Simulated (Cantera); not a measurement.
A perfectly stirred reactor is fed with N₂O : H₂O = 2.4 : 0.028 (molar parts), at 1.01 bar; it is held at 1450 K, and followed from long to short residence time.

Cantera simulation using GRI-Mech 3.0 (53 species, 325 reactions); the numbers are that mechanism's predictions, not measurements. GRI-Mech 3.0 was tuned for natural gas; its chemistry of N2O as a main component is partial and can be far from experiment. The temperature is held fixed by assumption; the heat of reaction is taken as removed at once.

Predict: x(N₂O) at τ = 1.20 s; x(H₂O) at τ = 1.20 s; x(O₂) at τ = 1.20 s; x(H₂O₂) at τ = 1.20 s; x(NO) at τ = 1.20 s; x(N₂O) at τ = 0.110 s; x(H₂O) at τ = 0.110 s; x(O₂) at τ = 0.110 s; x(H₂O₂) at τ = 0.110 s; x(NO) at τ = 0.110 s.


```json
{
 "x(N₂O) at τ = 1.20 s": "0.0271",
 "x(H₂O) at τ = 1.20 s": "0.00780",
 "x(O₂) at τ = 1.20 s": "0.294",
 "x(H₂O₂) at τ = 1.20 s": "5.16e-9",
 "x(NO) at τ = 1.20 s": "0.0552",
 "x(N₂O) at τ = 0.110 s": "0.192",
 "x(H₂O) at τ = 0.110 s": "0.00842",
 "x(O₂) at τ = 0.110 s": "0.225",
 "x(H₂O₂) at τ = 0.110 s": "1.12e-8",
 "x(NO) at τ = 0.110 s": "0.0819"
}
```
